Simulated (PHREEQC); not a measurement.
A solution holds 0.039 mol ZnSO4, 0.00018 mol CdCl2 and 6.7e-05 mol KHSO4 per kg of water, at 20 °C. Closed to the air; pH follows from the charge balance.

The numbers come from PHREEQC with the ion-association model, phreeqc.dat.

| quantity | before | after |
|---|---|---|
| pH | 4.48 | 4.71 |
| ionic strength (mol/kgw) | 0.0882 | 0.0485 |
| SO4-2 (mol/kgw) | 0.0195 | 0.0114 |
| Cd+2 (mol/kgw) | 8.97e-5 | 5.06e-5 |
| CdSO4 (mol/kgw) | 7.28e-5 | 3.45e-5 |
| SI of Sylvite (KCl) | -8.74 | -9.29 |

### Question
Name the change that produced these shifts.
A) temperature from 20 to 80 °C
B) temperature from 20 to 5 °C
C) ZnSO4 from 0.039 to 0.39 mol/kgw
D) temperature from 20 to 10 °C
E) diluted 2-fold with water

### Answer
E, diluted 2-fold with water

No solid was allowed to form.
